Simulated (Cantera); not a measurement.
Input: 1 mol SiCl4, 0.074 mol C3H8, 90 mol H2, held at 2375 °C and 80000 Pa.

Equilibrium computed with Cantera from the NASA thermochemical tables; the gas is ideal and each condensed phase is pure. Candidate condensed phases: C, C6H6, C7H8, C8H18, Si, SiC; 109 gas species. The tables' values for SiCl are old estimates; treat these amounts as uncertain. Gases not in the tables: Si2H6 and higher silanes. Equilibrium is a limit: real reactors are often held back by kinetics, nucleation or transport.

Base state: H2 0.900, H 0.0493, HCl 0.0382, Si 0.00636, Cl 0.00146, SiH 0.00115, C2H2 (acetylene) 0.000854, SiCl2 0.000803 (mole fractions); condensed: gas only.

**Question.** What changes in the equilibrium state with this change: temperature from 2375 °C to 1450 °C?

**Answer.** 
| species | before | after |
|---|---|---|
| H2 | 0.900 | 0.961 |
| HCl | 0.0382 | 0.0344 |
| SiCl2 | 0.000803 | 0.00426 |
| H | 0.0493 | 0.000200 |
| Si | 0.00636 | 1.23e-6 |
| SiC2 | 0.000120 | <1e-9 |
| Si2C | 0.000326 | 8.53e-9 |
| C2H2 (acetylene) | 0.000854 | 2.42e-8 |
| Si(l), mol | 0 | 0.370 |
| SiC(s), mol | 0 | 0.221 |
Mutual solubility and eutectic melting of coexisting phases are not modelled. The tables' values for SiCl3 are old estimates; treat these amounts as uncertain.
